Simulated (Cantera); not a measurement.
What does this Cantera script print?

```python
import numpy as np
import cantera as ct

surf = ct.Interface("diamond.yaml", "diamond_100")
gas, bulk = surf.adjacent["gas"], surf.adjacent["diamond"]
k = surf.kinetics_species_index(bulk.species_names[0])
cover = ["c6HH", "c6H*", "c6*H", "c6**", "c6HM", "c6B"]

rows, drift = [], 0.0
print(f"{'T':>10s}{'um/h':>11s}" + "".join(f"{s:>11s}" for s in cover))
for v in [950, 1025, 1100, 1175, 1250, 1325, 1400]:
    T, P, xH, xCH3 = v, 1500, 0.011, 5.1e-05
    gas.TPX = T, P, {"H": xH, "CH3": xCH3, "CH4": 0.0054, "H2": 1 - xH - xCH3 - 0.0054}
    surf.TP = bulk.TP = T, P
    surf.coverages = "c6H*:0.1, c6HH:0.9"
    surf.advance_coverages(100.0)
    before = surf.coverages
    surf.advance_coverages(100.0)
    drift = max(drift, np.max(np.abs(surf.coverages - before) / (surf.coverages + 1e-9)))
    rate = surf.net_production_rates[k] * bulk.mean_molecular_weight / bulk.density * 3.6e9
    rows.append([rate, *surf[cover].coverages])
    print(f"{v:10.4g}{rate:11.4e}" + "".join(f"{x:11.3e}" for x in rows[-1][1:]))
```

Output:

```
         T       um/h       c6HH       c6H*       c6*H       c6**       c6HM        c6B
       950 3.1226e-01  6.409e-01  1.411e-02  3.343e-01  6.684e-03  3.075e-03  8.473e-10
      1025 4.1033e-01  5.728e-01  2.055e-02  3.922e-01  1.156e-02  2.063e-03  1.113e-09
      1100 3.9683e-01  5.109e-01  2.788e-02  4.412e-01  1.832e-02  1.091e-03  1.077e-09
      1175 2.5416e-01  4.560e-01  3.575e-02  4.806e-01  2.702e-02  3.708e-04  6.897e-10
      1250 1.6146e-01  4.080e-01  4.383e-02  5.104e-01  3.753e-02  9.438e-05  4.381e-10
      1325 1.4710e-01  3.668e-01  5.186e-02  5.316e-01  4.957e-02  2.276e-05  3.992e-10
      1400 1.4076e-01  3.318e-01  5.965e-02  5.457e-01  6.277e-02  5.442e-06  3.820e-10
```

Computed with Cantera and the Harris–Goodwin 1993 mechanism for the reconstructed diamond (100) surface.
